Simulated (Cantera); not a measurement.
A perfectly stirred reactor is fed with CH4 : H2 : H = 0.044 : 1 : 0.0037 (molar parts), at 0.290 bar; it is held at 2250 K, and followed from long to short residence time.

Computed with Cantera and GRI-Mech 3.0 (53 species, 325 reactions). GRI-Mech 3.0 stops at C3 and has no aromatics, soot or wall deposition, so with more carbon than oxygen in the feed, carbon stays in small species such as C2H2 where larger ones or solid carbon would form.

Problem. Predict: x(CH4) at τ = 0.470 s; x(H2) at τ = 0.470 s; x(H) at τ = 0.470 s; x(C2H4) at τ = 0.470 s; x(C2H) at τ = 0.470 s; x(CH4) at τ = 66.0 ms; x(H2) at τ = 66.0 ms; x(H) at τ = 66.0 ms; x(C2H4) at τ = 66.0 ms; x(C2H) at τ = 66.0 ms.

Solution. 
| Property | Result |
|---|---|
| x(CH4) at τ = 0.470 s | 0.000521 |
| x(H2) at τ = 0.470 s | 0.966 |
| x(H) at τ = 0.470 s | 0.0135 |
| x(C2H4) at τ = 0.470 s | 1.09e-5 |
| x(C2H) at τ = 0.470 s | 1.09e-5 |
| x(CH4) at τ = 66.0 ms | 0.00139 |
| x(H2) at τ = 66.0 ms | 0.966 |
| x(H) at τ = 66.0 ms | 0.0131 |
| x(C2H4) at τ = 66.0 ms | 1.19e-5 |
| x(C2H) at τ = 66.0 ms | 1.03e-5 |
